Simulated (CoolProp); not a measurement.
Vapour-liquid equilibrium of m-xylene (1) + n-nonane (2) at 373.3 K; x and y are mole fractions of (1).

Model: multi-fluid Helmholtz-energy mixture model, Zhou 2012 and Lemmon 2006; pair parameters Bell 2016, in CoolProp.

| x | bubble pressure, mixture model (kPa) | bubble pressure, Raoult's law (kPa) | y, mixture model | y, Raoult's law |
|---|---|---|---|---|
| 0.05 | 22.29 | 21.68 | 0.096 | 0.072 |
| 0.125 | 23.80 | 22.44 | 0.216 | 0.175 |
| 0.2 | 25.13 | 23.21 | 0.315 | 0.270 |
| 0.275 | 26.28 | 23.97 | 0.399 | 0.360 |
| 0.35 | 27.29 | 24.73 | 0.472 | 0.444 |
| 0.425 | 28.16 | 25.49 | 0.537 | 0.522 |
| 0.5 | 28.91 | 26.26 | (withheld) | 0.597 |
| 0.575 | 29.56 | 27.02 | 0.655 | 0.667 |
| 0.65 | 30.12 | 27.78 | 0.711 | 0.733 |
| 0.725 | 30.57 | 28.54 | (withheld) | 0.796 |
| 0.8 | 30.93 | 29.31 | 0.824 | 0.856 |
| 0.875 | 31.19 | 30.07 | (withheld) | 0.912 |
| 0.95 | 31.32 | 30.83 | 0.951 | 0.966 |

Complete the blanks.


- 0.5, y, mixture model: 0.598
- 0.725, y, mixture model: 0.766
- 0.875, y, mixture model: 0.885

The largest gap from Raoult's law is +10.5 % in bubble pressure, at x = 0.425. No azeotrope shows between x = 0.05 and 0.95.

Pair parameters are fitted to limited data, so mixtures are less certain than the pure fluids.
